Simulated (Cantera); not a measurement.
Input: 1 mol MgO, 1.3 mol Cl2, equilibrated at 10.0 mbar.

Method: chemical equilibrium by Gibbs-energy minimisation in Cantera with the NASA 1993 tables (ideal gas, pure condensed phases). Candidate condensed phases: Mg, MgCl2, MgO; 11 gas species. Equilibrium is a limit: real reactors are often held back by kinetics, nucleation or transport. All values below are at 1048 K.

Base state: Cl2 0.966, MgCl2 0.0175, O2 0.00875, Cl 0.00758 (mole fractions); condensed: MgO(s).

Question: What changes in the equilibrium state with this change: MgO replaced by B?

Answer: 
```csv
species,before,after
BCl3,0,1.000
BCl2,0,1.78e-5
Cl,0.00758,2.54e-8
Cl2,0.966,<1e-9
MgCl2,0.0175,0
O2,0.00875,0
"MgO(s), mol",0.977,0
"B(s), mol",0,0.133
```
The tables' values for BCl2 are old estimates; treat these amounts as uncertain. Further candidate phases: B.
